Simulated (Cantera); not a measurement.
A Cantera script and what it prints.

```python
import numpy as np
import cantera as ct

gas_names = [...]  # 136 gases of nasa_gas.yaml made of C, H, N, O
cond_names = """
    C(gr) C6H6(L) C7H8(L) C8H18(L),n-octa H2O(s) H2O(L)
""".split()


# ... load() reads the species with a 1 bar reference pressure and builds the phases ...
atoms = {
    'C2H4': {'C': 2, 'H': 4},
    'CO2': {'C': 1, 'O': 2},
    'N2': {'N': 2},
    'NH3': {'N': 1, 'H': 3},
}
top_T = {'C(gr)': 4500}  # K; cautious upper limits of use, not melting points


# ... equilibrate(T, P, feed) seeds the gas with the atoms and calls Mixture.equilibrate('TP', solver="vcs", rtol=1e-11, max_steps=5000) ...
results = []
feed = {'C2H4': 1, 'CO2': 0.16, 'N2': 4.7, 'NH3': 0.038}  # mol
P = 50000  # Pa
for T in [1248, 1398, 1548, 1698, 1848, 1998, 2148, 2298, 2448, 2598]:
    mix = equilibrate(T, P, feed)
    results.append((T, P, feed, dict(zip(mix.species_names, mix.species_moles))))

top = {s: max(r[3][s] / sum(r[3][g] for g in gas_names) for r in results) for s in gas_names}
cols = sorted((s for s in top if top[s] > 1e-05), key=lambda s: -top[s])[:9]
seen = [c for c in cond_names if any(r[3].get(c, 0) > 1e-12 for r in results)]
print("log10 of partial pressures in bar; condensed amounts in mol")
print(f"{'T/K':>10s}" + "".join(f"{s[:9]:>10s}" for s in cols + seen))
for T, P, feed, n in results:
    ng = sum(n[g] for g in gas_names)
    print(f"{T:10.4g}" + "".join(f"{np.log10(max(n[s] / ng * P / 1e5, 1e-99)):10.3f}" for s in cols)
          + "".join(f"{n.get(c, 0):10.4g}" for c in seen))
```

Result:

```
log10 of partial pressures in bar; condensed amounts in mol
       T/K        N2        H2        CO       HCN         H       HNC C2H2,acet       CH4        CN     C(gr)
      1248    -0.478    -0.840    -1.648    -4.565    -6.751    -6.765    -7.454    -3.633   -13.357     1.837
      1398    -0.478    -0.839    -1.647    -3.970    -5.745    -5.897    -6.450    -4.039   -11.391     1.837
      1548    -0.478    -0.840    -1.647    -3.492    -4.931    -5.200    -5.644    -4.367    -9.808     1.835
      1698    -0.479    -0.840    -1.647    -3.100    -4.260    -4.627    -4.983    -4.638    -8.508     1.828
      1848    -0.479    -0.842    -1.647    -2.774    -3.697    -4.149    -4.431    -4.865    -7.421     1.814
      1998    -0.481    -0.845    -1.647    -2.498    -3.217    -3.745    -3.966    -5.061    -6.500     1.789
      2148    -0.483    -0.852    -1.648    -2.263    -2.806    -3.400    -3.569    -5.233    -5.709     1.749
      2298    -0.486    -0.862    -1.648    -2.063    -2.450    -3.105    -3.231    -5.392    -5.024     1.688
      2448    -0.491    -0.879    -1.650    -1.893    -2.141    -2.851    -2.943    -5.545    -4.424     1.603
      2598    -0.498    -0.906    -1.653    -1.749    -1.872    -2.634    -2.699    -5.702    -3.896     1.488
```

Cantera equilibrium calculation (NASA polynomials, part measured and part estimated; ideal gas, pure solids and liquids).
